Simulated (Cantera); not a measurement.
Feed: 1 mol Si, a varied amount of HF, at 875 °C and 0.0100 bar.

Equilibrium computed with Cantera from the NASA thermochemical tables; the gas is ideal and each condensed phase is pure. Candidate condensed phases: Si; 25 gas species. Kinetics and transport are ignored.

### Question
At 18 mol HF, list the 3 most abundant gas species with their mole fractions, and the condensed phases.

### Answer
HF 0.824, H2 0.118, SiF4 0.0588. Condensed: gas only.
